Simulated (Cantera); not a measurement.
An adiabatic, constant-volume homogeneous reactor starts with CO : H2 : CH4 : O2 : N2 = 1 : 1.3 : 0.38 : 1.59 : 5.98 (molar parts), equivalence ratio 1.2, at 1425 K and 0.670 bar. Integrator tolerance rtol = 1e-08.

Cantera simulation using GRI-Mech 3.0 (53 species, 325 reactions); the numbers are that mechanism's predictions, not measurements.

Question: What does this change do: constant pressure in place of constant volume?

Answer: 
```
quantity                                                            before                                    after
---------------------------------  ---------------------------------------  ---------------------------------------
time of steepest temperature rise                                  64.3 µs                                  68.2 µs
temperature at 0.100 s                                              2895 K                                   2746 K
equilibrium temperature                                             2895 K                                   2746 K
x(CO) at 0.100 s                     0.0848 (gas-phase equilibrium 0.0848)    0.0787 (gas-phase equilibrium 0.0787)
x(H2) at 0.100 s                     0.0332 (gas-phase equilibrium 0.0332)    0.0302 (gas-phase equilibrium 0.0302)
x(CH4) at 0.100 s                    <1e-12 (gas-phase equilibrium <1e-12)    <1e-12 (gas-phase equilibrium <1e-12)
x(C2H2) at 0.100 s                   <1e-12 (gas-phase equilibrium <1e-12)    <1e-12 (gas-phase equilibrium <1e-12)
x(HO2) at 0.100 s                  6.56e-6 (gas-phase equilibrium 6.56e-6)  3.74e-6 (gas-phase equilibrium 3.74e-6)
x(C2H6) at 0.100 s                   <1e-12 (gas-phase equilibrium <1e-12)    <1e-12 (gas-phase equilibrium <1e-12)
```
